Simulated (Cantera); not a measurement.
An isothermal, constant-pressure homogeneous reactor starts with 76.9 % NO, 23.1 % N₂, at 1850 K and 1500 Pa.

Computed with Cantera and GRI-Mech 3.0 (53 species, 325 reactions). Radical loss at walls, strong at low pressure, is not modelled.

Problem. Predict: x(NO) at 200 s; x(NO₂) at 200 s; x(N₂O) at 200 s; x(N₂) at 200 s; x(O₂) at 200 s.

Solution. x(NO) at 200 s: 0.0398 (gas-phase equilibrium 0.00585)
x(NO₂) at 200 s: 1.45e-5 (gas-phase equilibrium 2.18e-6)
x(N₂O) at 200 s: 3.73e-7 (gas-phase equilibrium 3.60e-8)
x(N₂) at 200 s: 0.595 (gas-phase equilibrium 0.612)
x(O₂) at 200 s: 0.364 (gas-phase equilibrium 0.381)
